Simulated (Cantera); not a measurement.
What does this Cantera script print?

```python
import numpy as np
import cantera as ct

gas_names = """
    Br Br2 H HBr HO2 H2 H2O H2O2 Mg MgBr MgBr2 MgH MgO MgOH MgO2H2 Mg2 O OH O2 O3
""".split()
cond_names = """
    Br2(cr) Br2(L) H2O(s) H2O(L) Mg(cr) Mg(L) MgBr2(s) MgBr2(L) MgO(s) MgO(L) MgO2H2(s)
""".split()


def load(file, names, dense=False):
    # The tables refer to 1 bar. Condensed volumes are neglected.
    table = {s.name: s for s in ct.Species.list_from_file(file)}
    out = []
    for n in names:
        d = dict(table[n].input_data)
        d["thermo"] = dict(d["thermo"], **{"reference-pressure": 1e5})
        if dense:
            d["equation-of-state"] = {"model": "constant-volume", "density": "1e6 g/cm^3"}
        out.append(ct.Species.from_dict(d))
    return out


gas = ct.Solution(thermo="ideal-gas", species=load("nasa_gas.yaml", gas_names))
cond = {s.name: ct.Solution(thermo="fixed-stoichiometry", species=[s], name=s.name)
        for s in load("nasa_condensed.yaml", cond_names, dense=True)}
atoms = {
    'MgO': {'Mg': 1, 'O': 1},
    'HBr': {'H': 1, 'Br': 1},
    'O2': {'O': 2},
}
top_T = {}  # K; cautious upper limits of use, not melting points


def equilibrate(T, P, feed):
    n = {}
    for name, mol in feed.items():
        for a, k in atoms[name].items():
            n[a] = n.get(a, 0.0) + k * mol
    gas.TPX = T, P, n
    mass = sum(n.values()) * gas.mean_molecular_weight
    gas.equilibrate("TP")
    valid = [c for c in cond.values() if c.min_temp <= T <= top_T.get(c.name, c.max_temp)]
    mix = ct.Mixture([(gas, mass / gas.mean_molecular_weight)] + [(c, 0.0) for c in valid])
    mix.T, mix.P = T, P
    mix.equilibrate("TP", solver="vcs", rtol=1e-11, max_steps=5000)
    return mix


results = []
feed = {'MgO': 1, 'HBr': 27, 'O2': 1.7}  # mol
T = 1025  # K
for P in [1, 6.8, 46, 320, 2200, 15000, 100000]:
    mix = equilibrate(T, P, feed)
    results.append((T, P, feed, dict(zip(mix.species_names, mix.species_moles))))
    x = sorted(zip(gas.X, gas.species_names), reverse=True)
    print(f"T = {T:g} K  P = {P:g} Pa  gas = {mix.phase_moles(0):.4g} mol")
    print("   x: " + "  ".join(f"{s} {v:.3e}" for v, s in x if v > 0.001))
    print("   condensed (mol): " + ("  ".join(f"{mix.phase(i).name} {mix.phase_moles(i):.4g}"
          for i in range(1, mix.n_phases) if mix.phase_moles(i) > 1e-12) or "none"))
```

Output:

```
T = 1025 K  P = 1 Pa  gas = 30.17 mol
   x: HBr 6.661e-01  Br 2.103e-01  H2O 1.143e-01  Br2 7.569e-03  MgBr2 1.631e-03
   condensed (mol): MgO(s) 0.9508
T = 1025 K  P = 6.8 Pa  gas = 29.45 mol
   x: HBr 6.825e-01  Br 1.664e-01  H2O 1.171e-01  Br2 3.224e-02  MgBr2 1.671e-03
   condensed (mol): MgO(s) 0.9508
T = 1025 K  P = 46 Pa  gas = 28.36 mol
   x: HBr 7.089e-01  H2O 1.216e-01  Br 9.568e-02  Br2 7.207e-02  MgBr2 1.736e-03
   condensed (mol): MgO(s) 0.9508
T = 1025 K  P = 320 Pa  gas = 27.59 mol
   x: HBr 7.285e-01  H2O 1.250e-01  Br2 1.017e-01  Br 4.309e-02  MgBr2 1.784e-03
   condensed (mol): MgO(s) 0.9508
T = 1025 K  P = 2200 Pa  gas = 27.24 mol
   x: HBr 7.380e-01  H2O 1.266e-01  Br2 1.160e-01  Br 1.756e-02  MgBr2 1.807e-03
   condensed (mol): MgO(s) 0.9508
T = 1025 K  P = 15000 Pa  gas = 27.09 mol
   x: HBr 7.419e-01  H2O 1.273e-01  Br2 1.220e-01  Br 6.895e-03  MgBr2 1.817e-03
   condensed (mol): MgO(s) 0.9508
T = 1025 K  P = 100000 Pa  gas = 27.04 mol
   x: HBr 7.435e-01  H2O 1.276e-01  Br2 1.244e-01  Br 2.696e-03  MgBr2 1.821e-03
   condensed (mol): MgO(s) 0.9508
```

These are equilibrium values from Cantera (NASA tables, ideal gas, pure condensed phases), not measurements of a reactor.
